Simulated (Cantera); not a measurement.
A closed system holds: 1 mol Fe(CO)5, 0.36 mol CO, 62 mol H2, at 27.0 mbar.

Equilibrium computed with Cantera from the NASA thermochemical tables; the gas is ideal and each condensed phase is pure. Candidate condensed phases: C, C6H6, C7H8, C8H18, Fe, Fe(CO)5, FeO, Fe(OH)2, Fe(OH)3, Fe2O3, Fe3O4, H2O; 114 gas species. Condensed phases not in the tables: cementite and carbon dissolved in iron. Equilibrium is a limit: real reactors are often held back by kinetics, nucleation or transport.

x: gas mole fraction; n: condensed amount in mol.

```tsv
T (K)	x H2	x CO	x CH4	x H2O	x CO2	x H	x Fe	n C(graphite)	n Fe(α)	n Fe(γ)
823	0.901	0.0565	0.0204	0.0182	0.00413	4.24e-11	<1e-12	0.122	1.00	0
898	0.914	0.0733	0.00626	0.00528	0.000984	6.37e-10	<1e-12	0	1.00	0
973	0.918	0.0777	(withheld)	(withheld)	(withheld)	(withheld)	<1e-12	0	1.00	0
1048	0.920	0.0789	0.000733	0.000666	6.78e-5	4.51e-8	5.19e-12	0	1.00	0
1123	0.920	0.0793	(withheld)	(withheld)	(withheld)	(withheld)	(withheld)	0	1.00	0
1198	0.920	0.0794	0.000143	0.000134	8.50e-6	1.11e-6	1.72e-9	0	0	1.00
1273	0.920	0.0795	7.28e-5	6.93e-5	3.62e-6	4.16e-6	1.84e-8	0	0	1.000
1348	0.920	0.0795	4.00e-5	3.85e-5	1.70e-6	1.35e-5	1.51e-7	0	0	1.000
1423	0.920	0.0795	2.33e-5	2.29e-5	8.72e-7	3.88e-5	9.87e-7	0	0	1.000
1498	0.920	0.0796	1.41e-5	1.45e-5	4.87e-7	0.000100	5.32e-6	0	0	1.000
1573	0.920	0.0796	8.63e-6	9.99e-6	2.99e-7	0.000237	2.44e-5	0	0	0.998
```

What belongs in the gaps?


- 1123, x CH4: 0.000307
- 1123, x H2O: 0.000284
- 1123, x CO2: 2.24e-5
- 1123, x H: 2.49e-7
- 1123, x Fe: 1.15e-10
- 973, x CH4: 0.00200
- 973, x H2O: 0.00176
- 973, x CO2: 0.000239
- 973, x H: 6.31e-9
